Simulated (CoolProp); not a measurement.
Values from CoolProp's reference Helmholtz-energy equation of state, Zhou 2012.

Question: Give the vapour pressure (kPa), liquid density (kg/m³), vapour density (kg/m³), liquid conductivity (mW/(m K)) of saturated o-xylene at 516.2, 554 K.

Answer: 
| T (K) | p (kPa) | liquid density (kg/m³) | vapour density (kg/m³) | liquid conductivity (mW/(m K)) |
|---|---|---|---|---|
| 516.2 | 788 | 660 | 24.0 | 81.5 |
| 554 | 1410 | 604 | 44.9 | 76.9 |

Thermal conductivity comes from a separate model (Mylona 2014).
